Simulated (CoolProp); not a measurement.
A Linde-Hampson liquefier for ethane: isothermal reversible compression at 320 K from 1 atm to 5 MPa, throttling to 1 atm, return gas leaving the recuperator 10 K below the feed. Each further row changes one setting.

Model: reference Helmholtz-energy equation of state, Bücker 2006, in CoolProp.

```
case                        liquid yield per pass  compression work (kJ/kg of gas)
--------------------------  ---------------------  -------------------------------
as stated                              (withheld)                              315
high pressure 10 MPa                   (withheld)                       (withheld)
warm-end temperature 350 K             (withheld)                       (withheld)
warm-end gap 15 K                      (withheld)                              315
```

### Question
Fill in the missing entries.

### Answer

- as stated, liquid yield per pass: 0.154
- high pressure 10 MPa, liquid yield per pass: 0.418
- high pressure 10 MPa, compression work (kJ/kg of gas): 338
- warm-end temperature 350 K, liquid yield per pass: 0.089
- warm-end temperature 350 K, compression work (kJ/kg of gas): 354
- warm-end gap 15 K, liquid yield per pass: 0.142
